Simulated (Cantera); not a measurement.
**Equilibrium for abatement and gas-phase synthesis: HF + SO₂ + O₂**

Input: 1 mol HF, 0.27 mol SO₂, 0.26 mol O₂, equilibrated at 1198.15 K and 0.0750 Torr.

Cantera equilibrium calculation (NASA polynomials, part measured and part estimated; ideal gas, pure solids and liquids). Candidate condensed phases: H₂O, H₂SO₄, S; 43 gas species. Rates play no part.

```yaml
x(HF): 0.654
x(SO₂): 0.176
x(O₂): 0.170
x(SO₃): 0.000190
x(F): 6.97e-6
x(H₂O): 3.50e-6
gas_amount: 1.530 mol
log10 activity of S(l) (absent): -12.73
```
